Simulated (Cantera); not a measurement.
Standard-state values (1 bar) from the NASA 1993 polynomials, evaluated with Cantera. Values are per mole of reaction as written; species without (g) are pure solids or liquids, kept so even where they would boil at 1 bar.

Task: Between 300 and 823 K, where is each reaction favourable under standard conditions?
- SiCl₄(g) = SiCl₂(g) + 2 Cl(g)

Result: 
- SiCl₄(g) = SiCl₂(g) + 2 Cl(g): ΔG° is 653 kJ at 300 K and 505 kJ at 823 K; it stays positive (K < 1). ΔH° is 737 kJ and ΔS° 281 J/K at 823 K.
